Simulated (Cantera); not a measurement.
Cantera run:

```python
import numpy as np
import cantera as ct

gas_names = [...]  # 136 gases of nasa_gas.yaml made of C, H, N, O
cond_names = """
    C(gr) C6H6(L) C7H8(L) C8H18(L),n-octa H2O(s) H2O(L)
""".split()


# ... load() reads the species with a 1 bar reference pressure and builds the phases ...
atoms = {
    'C': {'C': 1},
    'H2O': {'H': 2, 'O': 1},
    'N2': {'N': 2},
}
top_T = {'C(gr)': 4500}  # K; cautious upper limits of use, not melting points


# ... equilibrate(T, P, feed) seeds the gas with the atoms and calls Mixture.equilibrate('TP', solver="vcs", rtol=1e-11, max_steps=5000) ...
results = []
feed = {'C': 1, 'H2O': 3.7, 'N2': 48}  # mol
T = 875  # K
P = 10000  # Pa
mix = equilibrate(T, P, feed)
results.append((T, P, feed, dict(zip(mix.species_names, mix.species_moles))))
print(gas.report(threshold=0.001))
for i in range(1, mix.n_phases):
    print(f"{mix.phase(i).name:16s} {mix.phase_moles(i):12.5e} mol")
```

Output:

```
       temperature   875 K
          pressure   10000 Pa
           density   0.037124 kg/m^3
  mean mol. weight   27.008 kg/kmol
   phase of matter   gas

                          1 kg             1 kmol
                     ---------------   ---------------
          enthalpy             96203        2.5983e+06  J
   internal energy       -1.7316e+05       -4.6769e+06  J
           entropy            9072.7        2.4504e+05  J/K
    Gibbs function       -7.8424e+06       -2.1181e+08  J
 heat capacity c_p            1202.1             32468  J/K
 heat capacity c_v            894.28             24153  J/K

                      mass frac. Y      mole frac. X     chem. pot. / RT
                     ---------------   ---------------   ---------------
                CO          0.004982         0.0048038           -48.098
               CO2          0.023092          0.014171           -88.506
                H2         0.0024741          0.033145           -22.893
               H2O          0.024721          0.037062           -63.301
                N2           0.94473           0.91082           -26.925
     [ +131 minor]        5.9156e-07        9.4285e-07

C(gr)             0.00000e+00 mol
```

Method: chemical equilibrium by Gibbs-energy minimisation in Cantera with the NASA 1993 tables (ideal gas, pure condensed phases).
